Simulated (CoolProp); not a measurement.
Vapour-liquid equilibrium of ethylbenzene (1) + n-nonane (2) at 290 kPa; x and y are mole fractions of (1).

The numbers come from the multi-fluid Helmholtz-energy mixture model, Zhou 2012 and Lemmon 2006; pair parameters Bell 2016 in CoolProp.

```tsv
x	bubble temperature, mixture model (K)	bubble temperature, Raoult's law (K)	y, mixture model	y, Raoult's law
0.05	467.4	467.8	(withheld)	0.067
0.2	464.0	465.3	0.264	0.255
0.35	(withheld)	462.8	(withheld)	0.425
0.5	458.5	460.5	(withheld)	0.580
0.65	(withheld)	458.3	(withheld)	0.720
0.8	454.9	456.1	0.830	0.847
0.95	453.7	454.1	(withheld)	0.964
```

Problem. Some entries are withheld; supply them.

Solution. 
- 0.05, y, mixture model: 0.071
- 0.35, bubble temperature, mixture model (K): 461.0
- 0.35, y, mixture model: 0.431
- 0.5, y, mixture model: 0.576
- 0.65, bubble temperature, mixture model (K): 456.4
- 0.65, y, mixture model: 0.706
- 0.95, y, mixture model: 0.956

The largest gap from Raoult's law is -2.0 K in bubble temperature, at x = 0.5. No azeotrope shows between x = 0.05 and 0.95.

The pair parameters rest on a limited set of measurements; away from them the model extrapolates.
